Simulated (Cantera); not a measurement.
Input (Python, Cantera):

```python
import numpy as np
import cantera as ct

surf = ct.Interface("ptcombust.yaml", "Pt_surf")
gas = surf.adjacent["gas"]
gas.TPX = 875, 490000, {'CO': 0.0021, 'O2': 0.022, 'N2': 0.79}
surf.TP = 875, 490000
reactor = ct.FlowReactor(gas, clone=False)
reactor.area = 0.0001  # m2
reactor.surface_area_to_volume_ratio = 1300  # 1/m
reactor.mass_flow_rate = 4.1 * reactor.area * gas.density  # inlet velocity 4.1 m/s
reactor.energy_enabled = False
wall = ct.ReactorSurface(surf, reactor, clone=False)
net = ct.ReactorNet([reactor])
net.rtol, net.atol = 1e-8, 1e-16
show, cover = ['CO', 'O2', 'H2O', 'CO2'], ['PT(S)', 'H(S)', 'O(S)', 'OH(S)', 'CO(S)', 'C(S)']

rows = []
print(f"{'z/m':>9s}{'u/(m/s)':>9s}" + "".join(f"{s:>13s}" for s in show + cover))
for z in [0.00024, 0.00051, 0.0011, 0.0024, 0.0051, 0.011, 0.024]:
    net.advance(z)
    rows.append([reactor.speed, *gas[show].X, *surf[cover].coverages])
    print(f"{z:9.4g}{rows[-1][0]:9.3g}" + "".join(f"{x:13.4e}" for x in rows[-1][1:]))
```

Result:

```
      z/m  u/(m/s)           CO           O2          H2O          CO2        PT(S)         H(S)         O(S)        OH(S)        CO(S)         C(S)
  0.00024      4.1   9.7051e-04   2.6240e-02  -2.8497e-33   1.6111e-03   1.1100e-01   2.3015e-23   8.8696e-01   5.8990e-19   2.0399e-03   4.0153e-15
  0.00051      4.1   7.2159e-04   2.6119e-02   2.5639e-29   1.8603e-03   9.6636e-02   3.9632e-24   9.0223e-01   1.2464e-19   1.1314e-03   1.9060e-15
   0.0011      4.1   4.3569e-04   2.5979e-02   1.0618e-28   2.1466e-03   8.6249e-02  -8.6655e-23   9.1321e-01   5.4971e-18   5.3803e-04   7.9926e-16
   0.0024      4.1   1.7416e-04   2.5852e-02   6.8028e-29   2.4085e-03   7.9545e-02   2.9147e-24   9.2027e-01   1.8027e-19   1.8161e-04   2.4691e-16
   0.0051     4.09   3.1805e-05   2.5783e-02  -3.0206e-31   2.5510e-03   7.6586e-02   3.8979e-24   9.2338e-01   4.3656e-20   3.0648e-05   3.9982e-17
    0.011     4.09   8.9045e-07   2.5768e-02   9.7088e-32   2.5820e-03   7.5993e-02   1.8070e-24   9.2401e-01   1.1755e-19   8.4427e-07   1.0921e-18
    0.024     4.09   3.4871e-10   2.5767e-02  -3.2981e-33   2.5829e-03   7.5976e-02   1.7798e-24   9.2402e-01   1.1581e-19   3.3048e-10   4.2740e-22
```

Cantera simulation using Deutschmann's 1995 Pt surface mechanism with GRI-Mech 3.0 gas chemistry; the numbers are that mechanism's predictions, not measurements. Catalytic surfaces can have several steady states; this one follows from the mechanism file's or the stated starting coverage. Mass transfer to the wall is taken as infinitely fast.
